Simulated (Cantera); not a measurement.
Dilute partial oxidation

A perfectly stirred reactor is fed with CH2O : O2 : N2 = 0.017 : 0.014 : 1 (molar parts), at 5.00 bar; it is held at 975 K, and followed from long to short residence time.

Computed with Cantera and GRI-Mech 3.0 (53 species, 325 reactions).

| τ (s) | x CH2O | x O2 | x HCN | x CH2 | x C2H2 | x CH2CO | x N2O |
|---|---|---|---|---|---|---|---|
| 0.33 | 0.000422 | 0.00438 | <1e-12 | <1e-12 | <1e-12 | 1.02e-10 | 7.34e-9 |
| 0.12 | 0.000807 | 0.00555 | <1e-12 | <1e-12 | <1e-12 | 1.58e-10 | 3.20e-9 |
| 0.042 | 0.00164 | 0.00655 | <1e-12 | <1e-12 | <1e-12 | 2.37e-10 | 1.38e-9 |
| 0.015 | 0.00351 | 0.00748 | <1e-12 | <1e-12 | <1e-12 | 2.74e-10 | 6.32e-10 |
| 0.0053 | 0.00807 | 0.00915 | <1e-12 | <1e-12 | <1e-12 | 1.19e-10 | 2.66e-10 |
| 0.0019 | 0.0143 | 0.0121 | <1e-12 | <1e-12 | <1e-12 | 5.47e-12 | 6.68e-11 |
| 0.00067 | 0.0163 | 0.0135 | <1e-12 | <1e-12 | <1e-12 | <1e-12 | 6.14e-12 |
x: mole fraction; the columns are a selection and need not sum to one.
